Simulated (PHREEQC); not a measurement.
1.1 g of hydrous ferric oxide (600 m²/g; 0.2 weak and 0.005 strong sites per Fe, Dzombak-Morel constants, diffuse double layer) in 1 kg of water with 0.05 mol/kgw of an inert sodium salt and 0.0018 mol/kgw SrCl2, at 25 °C; the pH is set by adding NaOH or the inert anion's acid. Oxygen alone is held at its pressure in air (log pO2 = -0.68). No CO2 enters from the air. Nothing may precipitate in this run.

The numbers come from PHREEQC with the ion-association model, wateq4f.dat.

```csv
pH,Sr sorbed (%),surface charge σ (C/m²),surface potential ψ (mV)
3,0.0,0.358,166
3.5,0.0,0.338,164
4,0.0,0.299,158
4.5,0.0,(withheld),147
5,0.0,0.186,134
5.5,0.0,0.134,117
6,0.1,(withheld),99
6.5,0.4,0.060,78
7,1.5,0.037,57
7.5,3.0,(withheld),35
8,4.7,0.006,11
8.5,11.7,(withheld),-9
9,28.0,-0.011,-20
```

Question: What belongs in the gaps?

Answer: 
- 4.5, surface charge σ (C/m²): 0.244
- 6, surface charge σ (C/m²): 0.092
- 7.5, surface charge σ (C/m²): 0.020
- 8.5, surface charge σ (C/m²): -0.005

The oxide is taken as insoluble; below pH 4 it would dissolve.
